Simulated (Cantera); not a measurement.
Feed: 1 mol SiHCl₃, 33 mol NH₃, 76 mol H₂, at 1950 K and 0.00290 bar.

Cantera equilibrium calculation (NASA polynomials, part measured and part estimated; ideal gas, pure solids and liquids). Candidate condensed phases: NH₄Cl, Si, Si₃N₄; 28 gas species. The tables' values for SiCl, SiN are old estimates; treat these amounts as uncertain. Gases not in the tables: Si₂H₆ and higher silanes. Rates play no part.

Base state: H₂ 0.842, N₂ 0.113, H 0.0195, HCl 0.0186, Si 0.00549, SiCl₂ 0.000696, Cl 0.000323, SiCl 0.000228 (mole fractions); condensed: gas only.

Q: What changes in the equilibrium state with this change: pressure from 0.00290 bar to 0.0160 bar?

A: 
| species | before | after |
|---|---|---|
| H₂ | 0.842 | 0.856 |
| N₂ | 0.113 | 0.114 |
| HCl | 0.0186 | 0.0184 |
| H | 0.0195 | 0.00839 |
| Si | 0.00549 | 0.00149 |
| Si₂ | 3.37e-5 | 1.36e-5 |
| Cl | 0.000323 | 0.000135 |
| SiCl | 0.000228 | 0.000143 |
| SiN | 2.92e-5 | 1.87e-5 |
| Si(l), mol | 0 | 0.573 |

Q: What changes in the equilibrium state with this change: temperature from 1950 K to 1800 K?

A: 
```json
[
 {"species": "H₂", "before": "0.842", "after": "0.859"},
 {"species": "N₂", "before": "0.113", "after": "0.114"},
 {"species": "HCl", "before": "0.0186", "after": "0.0182"},
 {"species": "H", "before": "0.0195", "after": "0.00616"},
 {"species": "Si", "before": "0.00549", "after": "0.00110"},
 {"species": "SiCl₂", "before": "0.000696", "after": "0.00119"},
 {"species": "Si₂", "before": "3.37e-5", "after": "6.62e-6"},
 {"species": "SiH", "before": "0.000208", "after": "6.24e-5"},
 {"species": "Si(l), mol", "before": "0", "after": "0.635"}
]
```
The tables' values for SiCl are old estimates; treat these amounts as uncertain.

Q: What changes in the equilibrium state with this change: pressure from 0.00290 bar to 0.0480 bar?

A: 
| species | before | after |
|---|---|---|
| H₂ | 0.842 | 0.861 |
| N₂ | 0.113 | 0.114 |
| HCl | 0.0186 | 0.0186 |
| H | 0.0195 | 0.00485 |
| Si | 0.00549 | 0.000496 |
| SiCl₂ | 0.000696 | 0.00102 |
| Si₂ | 3.37e-5 | 4.54e-6 |
| Cl | 0.000323 | 7.85e-5 |
| SiCl | 0.000228 | 8.28e-5 |
| SiN | 2.92e-5 | 1.08e-5 |
| Si(l), mol | 0 | 0.740 |
